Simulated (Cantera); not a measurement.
Input: 1 mol Mg(OH)₂, 0.027 mol C, 0.05 mol H₂O, at 1702 °C and 0.100 bar.

Cantera equilibrium calculation (NASA polynomials, part measured and part estimated; ideal gas, pure solids and liquids). Candidate condensed phases: C, C₆H₆, C₇H₈, C₈H₁₈, H₂O, Mg, MgCO₃, MgO, Mg(OH)₂; 116 gas species. Rates play no part.

Base state: H₂O 0.926, H₂ 0.0464, CO₂ 0.0204, CO 0.00460, OH 0.00177, H 0.000932, O₂ 0.000226, Mg(OH)₂ 2.97e-5 (mole fractions); condensed: MgO(s).

Q: What changes in the equilibrium state with this change: pressure from 0.100 bar to 0.0100 bar?

A: 
```tsv
species	before	after
H₂O	0.926	0.914
H₂	0.0464	0.0500
CO₂	0.0204	0.0200
OH	0.00177	0.00533
Mg	5.30e-6	5.79e-5
O	2.62e-5	0.000240
O₂	0.000226	0.00190
H	0.000932	0.00306
MgOH	4.85e-6	1.59e-5
MgO(s), mol	1.000	1.000
```
